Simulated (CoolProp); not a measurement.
The fluid at 358.06 K and 1.25 MPa (stagnation) flows isentropically through a choked orifice. The same conditions are run with several fluids, on thermodynamics alone (safety and materials aside).

Model: reference Helmholtz-energy equation of state of each fluid (R152A: Outcalt 1996; propylene: Lemmon 2013; R22: Kamei 1995; R507A: Lemmon 2003; cyclopropane: Polt 1992), in CoolProp. The equations of Platzer and Polt are older, rougher fits. Blends and air are pseudo-pure fits.

```
fluid         throat to inlet pressure ratio  mass flux (kg/(m² s))  throat temperature (K)
------------  ------------------------------  ---------------------  ----------------------
R152A                                      ?                   3950                   333.8
propylene                              0.587                   3100                   333.9
R22                                    0.579                      ?                       ?
R507A                                  0.595                      ?                   339.2
cyclopropane                           0.583                      ?                   331.4
```

Task: What belongs in the gaps?

Result: 
- R152A, throat to inlet pressure ratio: 0.591
- R22, mass flux (kg/(m² s)): 4490
- R22, throat temperature (K): 329.3
- R507A, mass flux (kg/(m² s)): 4700
- cyclopropane, mass flux (kg/(m² s)): 3130
